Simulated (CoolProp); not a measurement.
trans-2-butene along the isotherm 378.6 K: density (kg/m³) from the reference equation and from simpler models built on Tc = 428.6 K, pc = 40.19 bar, ω = 0.210; each cubic takes its own stable root.

Values from CoolProp's reference Helmholtz-energy equation of state, Lemmon 2005. It is a short technical equation, of lower accuracy than the large ones.

```csv
p (bar),phase,reference,van der Waals,Soave-Redlich-Kwong
0.191,gas,0.3413,0.3411,0.3413
0.391,gas,0.7005,0.6996,0.7004
0.804,gas,1.448,1.445,1.448
1.65,gas,3.006,2.991,3.004
3.39,gas,?,6.260,6.320
6.96,gas,13.76,13.40,13.69
14.3,gas,?,30.58,?
29.4,liquid,?,296.7,422.7
60.3,liquid,503.5,323.9,?
```

Task: What belongs in the gaps?

Result: 
- 3.39, reference: 6.332
- 14.3, reference: 33.07
- 14.3, Soave-Redlich-Kwong: 32.45
- 29.4, reference: 488.4
- 60.3, Soave-Redlich-Kwong: 446.0
